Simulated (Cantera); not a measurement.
# Zr + NH₃ + N₂ (tantalum, niobium, vanadium and zirconium in process gases)

Input: 1 mol Zr, 5.9 mol NH₃, 0.92 mol N₂, at 1652 °C and 2.10e-5 bar.

Method: chemical equilibrium by Gibbs-energy minimisation in Cantera with the NASA 1993 tables (ideal gas, pure condensed phases). Candidate condensed phases: Zr, ZrN; 11 gas species. ZrN: taken at fixed stoichiometry. Equilibrium is a limit: real reactors are often held back by kinetics, nucleation or transport.

The x(H₂) comes out as 0.586. The x(N₂) is 0.254. The x(H) is 0.160 and the n(ZrN(s)) is 1.000 mol. The gas amount is 13.28 mol and the log10 activity of Zr(β) (absent) is -2.48.
